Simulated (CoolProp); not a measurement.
n-nonane along the isobar 9.59 MPa: Z from the reference equation and from simpler models built on Tc = 594.5 K, pc = 2.282 MPa, ω = 0.443; each cubic takes its own stable root.

Values from CoolProp's reference Helmholtz-energy equation of state, Lemmon 2006. It is a short technical equation, of lower accuracy than the large ones.

```
T (K)   phase  reference  van der Waals  Soave-Redlich-Kwong
-----  ------  ---------  -------------  -------------------
367.7  liquid     0.6006          1.038               0.6989
384.5  liquid     0.5855          1.005               0.6789
401.2  liquid     0.5723         0.9746               0.6616
417.9  liquid     0.5608         0.9475               0.6466
434.7  liquid     0.5508         0.9228               0.6338
451.4  liquid     0.5423         0.9006               0.6231
468.2  liquid     0.5351         0.8804               0.6144
484.9  liquid     0.5294         0.8622               0.6077
501.6  liquid     0.5250         0.8458               0.6030
```
